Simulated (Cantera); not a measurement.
An isothermal, constant-pressure homogeneous reactor starts with 3.85 % H2, 96.2 % O2, equivalence ratio 0.020, at 1125 K and 0.0267 bar.

Detailed kinetics in Cantera: the H2/O2 subset of GRI-Mech 3.0, which has no nitrogen chemistry. Radical loss at walls, strong at low pressure, is not modelled. The temperature is held fixed by assumption; the heat of reaction is taken as removed at once.

x: mole fraction; the columns are a selection and need not sum to one.

| t (s) | x H2 | x O2 | x H2O | x O | x OH |
|---|---|---|---|---|---|
| 0.000200 | 0.0385 | 0.962 | 4.97e-9 | 5.28e-9 | 3.42e-9 |
| 0.000632 | 0.0385 | 0.962 | (withheld) | (withheld) | (withheld) |
| 0.00200 | 0.0180 | 0.947 | 0.0159 | 0.00995 | 0.00389 |
| 0.00632 | 0.000407 | 0.943 | 0.0360 | 0.0160 | 0.00174 |
| 0.0200 | 0.000133 | 0.955 | 0.0382 | 0.00522 | 0.000989 |
| 0.0632 | 2.11e-5 | 0.960 | 0.0390 | 0.000841 | 0.000395 |
| 0.200 | 2.52e-6 | 0.961 | 0.0391 | 0.000105 | 0.000140 |
| 0.632 | 3.45e-7 | 0.961 | 0.0392 | 1.49e-5 | 5.32e-5 |
| 2.00 | 6.19e-8 | 0.961 | 0.0392 | 2.78e-6 | 2.30e-5 |
| 6.32 | 1.40e-8 | 0.961 | 0.0392 | 6.42e-7 | 1.10e-5 |
| 20.0 | 3.68e-9 | 0.961 | 0.0392 | 1.72e-7 | 5.70e-6 |
| 63.2 | 1.16e-9 | 0.961 | 0.0392 | 5.43e-8 | 3.20e-6 |
| 200 | 6.23e-10 | 0.961 | 0.0392 | (withheld) | (withheld) |

**Question.** What belongs in the gaps?

**Answer.** 
- 0.000632, x H2O: 4.15e-7
- 0.000632, x O: 2.97e-7
- 0.000632, x OH: 1.79e-7
- 200, x O: 2.93e-8
- 200, x OH: 2.35e-6
